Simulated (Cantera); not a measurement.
An adiabatic, constant-pressure homogeneous reactor starts with H2 : O2 : N2 = 1 : 1.09 : 4.09 (molar parts), equivalence ratio 0.46, at 975 K and 27.6 atm.

Cantera simulation using the H2/O2 subset of GRI-Mech 3.0, which has no nitrogen chemistry; the numbers are that mechanism's predictions, not measurements. The hydrogen kinetics of GRI-Mech 3.0 are dated; newer H2 mechanisms differ, most at raised pressure. The pressure lies above the range GRI-Mech 3.0 was tuned for (to about 10 atm).

Predict: time of steepest temperature rise; temperature at 0.400 s; equilibrium temperature; x(H2) at 0.400 s; x(O2) at 0.400 s; x(OH) at 0.400 s; x(O) at 0.400 s; x(HO2) at 0.400 s; x(H) at 0.400 s.


| Item | Value |
|---|---|
| time of steepest temperature rise | 13.8 ms |
| temperature at 0.400 s | 2137 K |
| equilibrium temperature | 2137 K |
| x(H2) at 0.400 s | 7.88e-5 (gas-phase equilibrium 7.88e-5) |
| x(O2) at 0.400 s | 0.103 (gas-phase equilibrium 0.103) |
| x(OH) at 0.400 s | 0.00185 (gas-phase equilibrium 0.00185) |
| x(O) at 0.400 s | 0.000110 (gas-phase equilibrium 0.000110) |
| x(HO2) at 0.400 s | 8.50e-6 (gas-phase equilibrium 8.50e-6) |
| x(H) at 0.400 s | 6.60e-6 (gas-phase equilibrium 6.60e-6) |
